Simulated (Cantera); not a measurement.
# Thermodynamics of silicon oxide and oxynitride deposition, feed TEOS + NO + N2

Input: 1 mol TEOS, 0.21 mol NO, 5.7 mol N2, at 0.00560 bar.

Cantera equilibrium calculation (NASA polynomials, part measured and part estimated; ideal gas, pure solids and liquids). Candidate condensed phases: C, C6H6, C7H8, C8H18, H2O, Si, SiC, SiO2, Si2N2O, Si3N4; 151 gas species. The feed counts by its element totals alone. Rates play no part.

From 898 K to 1098 K the condensed part is C(graphite) + SiO2(β-quartz). From 1198 K to 1398 K the condensed part is C(graphite) + Si2N2O(s). From 1498 K to 1898 K the condensed part is C(graphite) + SiC(s).

```tsv
T (K)	log p H2	log p N2	log p CO	log p H	n C(graphite)	n SiO2(β-quartz)	n Si2N2O(s)	n SiC(s)
898	-2.51	-2.74	-3.17	-11.21	5.81	1.00	0	0
998	-2.51	-2.74	-3.16	-9.92	5.79	1.00	0	0
1098	-2.51	-2.74	-3.16	-8.86	5.79	1.00	0	0
1198	-2.53	-2.81	-2.96	-7.99	4.29	0	0.500	0
1298	-2.53	-2.81	-2.96	-7.24	4.29	0	0.500	0
1398	-2.53	-2.81	-2.96	-6.59	4.29	0	0.500	0
1498	-2.55	-2.79	-2.93	-6.04	2.80	0	0	0.992
1598	-2.55	-2.79	-2.93	-5.55	2.80	0	0	0.988
1698	-2.55	-2.79	-2.93	-5.12	2.79	0	0	0.983
1798	-2.56	-2.79	-2.93	-4.73	2.79	0	0	0.977
1898	-2.56	-2.79	-2.93	-4.39	2.77	0	0	0.968
```
log p: log10 of the partial pressure in bar; n: condensed amount in mol.
